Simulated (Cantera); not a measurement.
An adiabatic, constant-volume homogeneous reactor starts with CO : H2 : O2 : N2 = 1 : 0.15 : 0.93 : 3.5 (molar parts), at 1125 K and 300 Torr.

Computed with Cantera and GRI-Mech 3.0 (53 species, 325 reactions).

**Question.** Predict: time of steepest temperature rise; temperature at 0.500 s; equilibrium temperature; x(CO) at 0.500 s; x(H2) at 0.500 s; x(O2) at 0.500 s; x(NO2) at 0.500 s; x(CO2) at 0.500 s.

**Answer.** time of steepest temperature rise: 0.342 ms
temperature at 0.500 s: 2592 K
equilibrium temperature: 2592 K
x(CO) at 0.500 s: 0.0370 (gas-phase equilibrium 0.0370)
x(H2) at 0.500 s: 0.000872 (gas-phase equilibrium 0.000872)
x(O2) at 0.500 s: 0.0756 (gas-phase equilibrium 0.0756)
x(NO2) at 0.500 s: 6.69e-6 (gas-phase equilibrium 6.69e-6)
x(CO2) at 0.500 s: 0.158 (gas-phase equilibrium 0.158)
